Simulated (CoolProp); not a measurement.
Vapour-liquid equilibrium of hydrogen sulfide (1) + n-butane (2) at 5.65 °C; x and y are mole fractions of (1).

Computed with CoolProp (multi-fluid Helmholtz-energy mixture model, Lemmon 2006 and Bücker 2006; pair parameters Kunz 2012).

```csv
x,bubble pressure (bar),y at the bubble point,dew pressure at overall composition x (bar),liquid density (mol/L)
0.05,2.358,0.468,…,10.45
0.125,3.820,…,1.453,10.84
0.2,5.078,0.772,…,…
0.275,6.146,0.820,1.748,11.86
0.35,7.051,0.851,1.944,…
0.425,7.824,0.873,2.188,…
0.5,8.496,0.890,2.501,14.13
0.575,9.093,0.905,2.915,15.13
0.65,9.640,0.918,3.488,16.29
0.725,10.16,0.931,4.330,17.62
0.8,10.67,0.945,5.663,19.13
0.875,11.19,0.961,7.906,…
0.95,11.74,0.982,10.84,22.72
```

Q: Complete the blanks.

A: 
- 0.05, dew pressure at overall composition x (bar): 1.339
- 0.125, y at the bubble point: 0.683
- 0.2, dew pressure at overall composition x (bar): 1.587
- 0.2, liquid density (mol/L): 11.31
- 0.35, liquid density (mol/L): 12.51
- 0.425, liquid density (mol/L): 13.26
- 0.875, liquid density (mol/L): 20.83

No azeotrope shows between x = 0.05 and 0.95.

The pair parameters rest on a limited set of measurements; away from them the model extrapolates.
